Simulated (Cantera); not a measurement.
A closed system holds: 1 mol Si, 12 mol HCl, at 1073.15 K and 0.100 bar.

Method: chemical equilibrium by Gibbs-energy minimisation in Cantera with the NASA 1993 tables (ideal gas, pure condensed phases). Candidate condensed phases: Si; 19 gas species. The tables' values for SiCl₃ are old estimates; treat these amounts as uncertain. Equilibrium is a limit: real reactors are often held back by kinetics, nucleation or transport.

Q: What is the equilibrium state?

A: 
| Quantity | Result |
|---|---|
| x(HCl) | 0.728 |
| x(H₂) | 0.181 |
| x(SiCl₄) | 0.0905 |
| x(SiHCl₃) | 0.000277 |
| x(SiCl₃) | 8.59e-5 |
| x(SiCl₂) | 1.30e-6 |
| gas amount | 11.00 mol |
| log10 activity of Si(s) (absent) | -6.64 |
